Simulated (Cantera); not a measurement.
Input: 1 mol SrCl₂, 3 mol O₂, 4.5 mol N₂, held at 2025 K.

Method: chemical equilibrium by Gibbs-energy minimisation in Cantera with the NASA 1993 tables (ideal gas, pure condensed phases). Candidate condensed phases: Sr, SrCl₂, SrO; 16 gas species. Condensed phases not in the tables: oxide chlorides. The numbers say what is thermodynamically allowed, not how fast it happens.

log p: log10 of the partial pressure in bar; n: condensed amount in mol.

```
P (Pa)  log p N₂  log p O₂  log p O  log p Cl  log p SrCl₂  log p Sr  log p SrCl  log p SrO  n SrO(s)
------  --------  --------  -------  --------  -----------  --------  ----------  ---------  --------
0.100      -6.42     -6.94    -6.56     -6.85        -8.04     -7.24       -7.92      -8.13         0
0.560      -5.61     -5.93    -6.06     -6.31        -6.58     -6.87       -7.00      -7.24         0
3.20       -4.81     -5.05    -5.62     -5.86        -5.58     -6.76       -6.45      -6.70       ___
18         -4.04     -4.25    -5.22     -5.25        -4.76     -7.16       -6.24      -6.70       ___
100        -3.29     -3.48    -4.83     -4.67        -3.98     -7.55       -6.04      -6.70       ___
560        -2.53     -2.72    -4.45     -4.10        -3.21     -7.93       -5.84      -6.70       ___
3200       -1.78     -1.96    -4.07     -3.52        -2.44     -8.31       -5.65      -6.70       ___
18000      -1.03     -1.21    -3.70     -2.95        -1.69     -8.68       -5.46      -6.70       ___
100000     -0.28     -0.46    -3.32     -2.39        -0.94     -9.06       -5.27      -6.70       ___
```

Problem. What belongs in the gaps?

Solution. 
- 3.20, n SrO(s): 0.0394
- 18, n SrO(s): 0.109
- 100, n SrO(s): 0.0864
- 560, n SrO(s): 0.0599
- 3200, n SrO(s): 0.0399
- 18000, n SrO(s): 0.0264
- 100000, n SrO(s): 0.0175
